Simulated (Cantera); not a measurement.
Input: 1 mol Si, 0.27 mol O₂, 5.5 mol N₂, 0.015 mol N₂O, equilibrated at 827 °C and 36000 Pa.

These are equilibrium values from Cantera (NASA tables, ideal gas, pure condensed phases), not measurements of a reactor. Candidate condensed phases: Si, SiO₂, Si₂N₂O, Si₃N₄; 16 gas species. Mutual solubility and eutectic melting of coexisting phases are not modelled. Kinetics and transport are ignored.

Problem. What is the equilibrium state?

Solution. 
```json
{
 "x(N₂)": "1.00",
 "n(SiO₂(β-quartz))": "0.0367 mol",
 "n(Si₂N₂O(s))": "0.482 mol",
 "gas_amount": "5.033 mol",
 "log10 activity of Si(s) (absent)": "-8.53"
}
```
